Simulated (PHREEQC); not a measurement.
A made-up water analysis in mmol/kgw, 70 °C, pH 6.32: Na 196; K 3.69; Ca 1.67; Mg 18.2; Cl 233; S(6) 4.93; Alkalinity (meq/kgw) 0.016.

Cl is adjusted to close the charge balance.
Valence states are taken as typed.

Equilibrium calculation in PHREEQC: Pitzer model, pitzer.dat.

Each row changes one thing in this solution. This is a speciation only: nothing precipitates in the calculation.

| case | HCO3- (mol/kgw) | CO2 (mol/kgw) | MgOH+ (mol/kgw) | HSO4- (mol/kgw) | MgCO3 (mol/kgw) | CO3-2 (mol/kgw) | SI of Gypsum (CaSO4:2H2O) | SI of Magnesite (MgCO3) |
|---|---|---|---|---|---|---|---|---|
| as made | 1.57e-5 | 9.95e-6 | 5.09e-7 | 1.89e-7 | 1.28e-8 | 1.03e-8 | -1.78 | -3.14 |
| temperature from 70 to 85 °C at the same typed pH | 1.46e-5 | 9.98e-6 | … | 2.88e-7 | 1.38e-8 | 9.75e-9 | -1.75 | -3.17 |
| Mg from 18.2 to 36.4 mmol/kgw | 1.52e-5 | … | 9.84e-7 | 1.59e-7 | 2.27e-8 | 1.17e-8 | -1.88 | -2.89 |
| pH from 6.32 to 5.82 at the same alkalinity | 1.83e-5 | 3.66e-5 | 1.61e-7 | 5.98e-7 | 4.71e-9 | 3.78e-9 | -1.78 | -3.58 |
| pH from 6.32 to 5.5 at the same alkalinity | 2.13e-5 | 8.91e-5 | 7.70e-8 | 1.25e-6 | 2.63e-9 | 2.11e-9 | -1.78 | -3.83 |

Task: Complete the blanks.

Result: 
- temperature from 70 to 85 °C at the same typed pH, MgOH+ (mol/kgw): 1.26e-6
- Mg from 18.2 to 36.4 mmol/kgw, CO2 (mol/kgw): 9.02e-6

Constants without temperature data keep their 25 °C values here.
